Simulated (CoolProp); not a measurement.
Oxygen along the isotherm -34.95 °C: Z from the reference equation and from simpler models built on Tc = -118.6 °C, pc = 50.46 bar, ω = 0.022; each cubic takes its own stable root.

Computed with CoolProp (reference Helmholtz-energy equation of state, Schmidt 1985).

```tsv
p (bar)	phase	reference
5.82	gas	0.9905
11.6	gas	0.9810
17.5	gas	0.9715
23.3	gas	0.9621
29.1	gas	0.9529
34.9	gas	0.9437
40.8	gas	0.9346
46.6	gas	0.9257
52.4	supercritical	0.9169
58.2	supercritical	0.9084
64.1	supercritical	0.8999
69.9	supercritical	0.8918
75.7	supercritical	0.8839
```

How far does each simpler model (Pitzer virial, Redlich-Kwong) lie from the reference over these 13 states: mean and median of the absolute difference, and the worst?


- Pitzer virial: mean 0.2 %, median 0.1 %, worst -0.7 % at -34.95 °C and 75.7 bar
- Redlich-Kwong: mean 0.3 %, median 0.4 %, worst -0.4 % at -34.95 °C and 64.1 bar
